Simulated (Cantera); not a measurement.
What does this Cantera script print?

```python
import numpy as np
import cantera as ct

gas = ct.Solution("gri30.yaml")
gas.TPX = 2125, 1333, {'NO': 1, 'N2': 2.3}
reactor = ct.IdealGasConstPressureReactor(gas, energy="off", clone=False)
net = ct.ReactorNet([reactor])
net.rtol, net.atol = 1e-08, 1e-18
show = ['NO', 'NO2', 'O', 'N2', 'O2', 'N2O']
times = np.geomspace(0.0008, 70, 13)

steps = ct.SolutionArray(gas, extra=["t"])
rows = []
print(f"{'t/s':>10s}{'T/K':>9s}{'P/Pa':>11s}" + "".join(f"{s:>11s}" for s in show))
for t in times:
    while net.time < t:
        t_next = net.step()
        steps.append(gas.state, t=t_next)
    rows.append([np.interp(t, steps.t, y) for y in (steps.T, steps.P, *steps(*show).X.T)])
    print(f"{t:10.3e}{rows[-1][0]:9.1f}{rows[-1][1]:11.4g}" + "".join(f"{x:11.3e}" for x in rows[-1][2:]))
rate = np.gradient(steps.T, steps.t)
print("integrator steps:", len(steps.t))
if steps.T.max() > steps.T[0] + 200:
    print(f"time of steepest temperature rise: {steps.t[rate.argmax()]:.4e} s")
gas.TPX = 2125, 1333, {'NO': 1, 'N2': 2.3}
gas.equilibrate("TP")
print(f"equilibrium (TP): T = {gas.T:.1f} K  " + "  ".join(f"{s} {gas[s].X[0]:.3e}" for s in show))
```

Result:

```
       t/s      T/K       P/Pa         NO        NO2          O         N2         O2        N2O
 8.000e-04   2125.0       1333  3.030e-01  3.574e-09  2.745e-06  6.970e-01  1.179e-08  2.597e-06
 2.065e-03   2125.0       1333  3.030e-01  2.033e-08  7.366e-06  6.970e-01  8.069e-08  6.411e-06
 5.330e-03   2125.0       1333  3.030e-01  9.769e-08  2.071e-05  6.970e-01  5.740e-07  1.479e-05
 1.376e-02   2125.0       1333  3.029e-01  3.808e-07  6.212e-05  6.970e-01  4.361e-06  2.907e-05
 3.552e-02   2125.0       1333  3.027e-01  1.228e-06  1.891e-04  6.970e-01  3.493e-05  4.174e-05
 9.168e-02   2125.0       1333  3.019e-01  3.043e-06  5.098e-04  6.973e-01  2.663e-04  4.175e-05
 2.366e-01   2125.0       1333  2.984e-01  5.710e-06  1.082e-03  6.988e-01  1.690e-03  3.610e-05
 6.108e-01   2125.0       1333  2.849e-01  9.380e-06  1.748e-03  7.053e-01  8.020e-03  2.911e-05
 1.577e+00   2125.0       1333  2.407e-01  1.446e-05  2.713e-03  7.270e-01  2.960e-02  1.785e-05
 4.070e+00   2125.0       1333  1.292e-01  1.332e-05  4.225e-03  7.821e-01  8.445e-02  4.246e-06
 1.051e+01   2125.0       1333  2.638e-02  3.468e-06  5.265e-03  8.331e-01  1.353e-01  1.969e-07
 2.712e+01   2125.0       1333  9.429e-03  1.274e-06  5.451e-03  8.415e-01  1.437e-01  6.187e-08
 7.000e+01   2125.0       1333  9.088e-03  1.228e-06  5.457e-03  8.416e-01  1.438e-01  6.050e-08
integrator steps: 809
equilibrium (TP): T = 2125.0 K  NO 9.087e-03  NO2 1.228e-06  O 5.457e-03  N2 8.416e-01  O2 1.438e-01  N2O 6.050e-08
```

Cantera simulation using GRI-Mech 3.0 (53 species, 325 reactions); the numbers are that mechanism's predictions, not measurements. Radical loss at walls, strong at low pressure, is not modelled.
